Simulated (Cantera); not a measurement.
Charge: 1 mol Fe(CO)5, 2.6 mol O2, 20 mol N2, at 1002 °C and 0.310 bar.

Method: chemical equilibrium by Gibbs-energy minimisation in Cantera with the NASA 1993 tables (ideal gas, pure condensed phases). Candidate condensed phases: C, Fe, Fe(CO)5, FeO, Fe2O3, Fe3O4; 27 gas species. The tables' stoichiometric FeO is somewhat more stable than real wüstite, so its field is too wide. FeO: taken at fixed stoichiometry. Kinetics and transport are ignored.

Base state: N2 0.800, CO2 0.168, CO 0.0320 (mole fractions); condensed: FeO(s).

Q: What changes in the equilibrium state with this change: O2 from 2.6 to 0.06 mol?

A: 
```csv
species,before,after
N2,0.800,0.800
CO,0.0320,0.195
CO2,0.168,0.00480
"FeO(s), mol",1.00,0
"Fe(γ), mol",0,1.00
```
